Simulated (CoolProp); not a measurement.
Octamethyltrisiloxane (MDM) along the isotherm 433.6 K: fugacity coefficient from the reference equation and from simpler models built on Tc = 565.4 K, pc = 1.438 MPa, ω = 0.528; each cubic takes its own stable root.

The numbers come from the reference Helmholtz-energy equation of state, Thol 2017 in CoolProp.

```json
[
 {"p (MPa)": "0.0227", "phase": "gas", "reference": "0.9856", "van der Waals": "0.9913", "Soave-Redlich-Kwong": "0.9864", "Peng-Robinson": "0.9857"},
 {"p (MPa)": "0.0334", "phase": "gas", "reference": "0.9789", "van der Waals": "0.9871", "Soave-Redlich-Kwong": "0.9801", "Peng-Robinson": "0.9790"},
 {"p (MPa)": "0.049", "phase": "gas", "reference": "0.9690", "van der Waals": "0.9811", "Soave-Redlich-Kwong": "0.9708", "Peng-Robinson": "0.9692"},
 {"p (MPa)": "0.0719", "phase": "gas", "reference": "0.9545", "van der Waals": "0.9723", "Soave-Redlich-Kwong": "0.9571", "Peng-Robinson": "0.9549"},
 {"p (MPa)": "0.106", "phase": "gas", "reference": "0.9328", "van der Waals": "0.9592", "Soave-Redlich-Kwong": "0.9369", "Peng-Robinson": "0.9337"},
 {"p (MPa)": "0.155", "phase": "liquid", "reference": "0.7405", "van der Waals": "0.9403", "Soave-Redlich-Kwong": "0.7410", "Peng-Robinson": "0.7357"},
 {"p (MPa)": "0.227", "phase": "liquid", "reference": "0.5093", "van der Waals": "0.9126", "Soave-Redlich-Kwong": "0.5099", "Peng-Robinson": "0.5058"},
 {"p (MPa)": "0.334", "phase": "liquid", "reference": "0.3498", "van der Waals": "0.8711", "Soave-Redlich-Kwong": "0.3506", "Peng-Robinson": "0.3473"},
 {"p (MPa)": "0.49", "phase": "liquid", "reference": "0.2421", "van der Waals": "0.7657", "Soave-Redlich-Kwong": "0.2430", "Peng-Robinson": "0.2403"},
 {"p (MPa)": "0.719", "phase": "liquid", "reference": "0.1688", "van der Waals": "0.5424", "Soave-Redlich-Kwong": "0.1698", "Peng-Robinson": "0.1674"},
 {"p (MPa)": "1.06", "phase": "liquid", "reference": "0.1184", "van der Waals": "0.3893", "Soave-Redlich-Kwong": "0.1194", "Peng-Robinson": "0.1173"},
 {"p (MPa)": "1.55", "phase": "liquid", "reference": "0.08492", "van der Waals": "0.2884", "Soave-Redlich-Kwong": "0.08607", "Peng-Robinson": "0.08398"},
 {"p (MPa)": "2.27", "phase": "liquid", "reference": "0.06220", "van der Waals": "0.2210", "Soave-Redlich-Kwong": "0.06343", "Peng-Robinson": "0.06135"},
 {"p (MPa)": "3.34", "phase": "liquid", "reference": "0.04689", "van der Waals": "0.1776", "Soave-Redlich-Kwong": "0.04823", "Peng-Robinson": "0.04606"},
 {"p (MPa)": "4.9", "phase": "liquid", "reference": "0.03713", "van der Waals": "0.1536", "Soave-Redlich-Kwong": "0.03865", "Peng-Robinson": "0.03624"},
 {"p (MPa)": "7.19", "phase": "liquid", "reference": "0.03146", "van der Waals": "0.1470", "Soave-Redlich-Kwong": "0.03326", "Peng-Robinson": "0.03040"}
]
```

At some of these states van der Waals gives the other phase, because its saturation line lies elsewhere.
